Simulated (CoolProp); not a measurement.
Vapour-liquid equilibrium of n-hexane (1) + m-xylene (2) at 6.79 bar; x and y are mole fractions of (1).

Values from CoolProp's multi-fluid Helmholtz-energy mixture model, Thol 2019 and Zhou 2012; pair parameters Bell 2016.

| x | bubble temperature (°C) | y at the bubble point | dew temperature at overall composition x (°C) | liquid density (mol/L) |
|---|---|---|---|---|
| 0.05 | 220.2 | 0.144 | 225.0 | 6.218 |
| 0.15 | 206.1 | 0.385 | 219.9 | 6.289 |
| 0.25 | 193.2 | 0.563 | 214.4 | 6.339 |
| 0.35 | 182.3 | 0.688 | 208.4 | 6.364 |
| 0.45 | 173.4 | 0.774 | 201.7 | 6.364 |
| 0.55 | 166.2 | 0.835 | 194.3 | 6.341 |
| 0.65 | 160.3 | 0.880 | 185.8 | 6.302 |
| 0.75 | 155.4 | 0.917 | 176.0 | 6.252 |
| 0.85 | 151.0 | 0.950 | 164.3 | 6.198 |
| 0.95 | 146.8 | 0.983 | 151.0 | 6.146 |

No azeotrope shows between x = 0.05 and 0.95.

Pair parameters are fitted to limited data, so mixtures are less certain than the pure fluids. The gap from Raoult's law changes sign with composition, which may be real or a fault of the pair parameters; it wasn't checked against measurements.
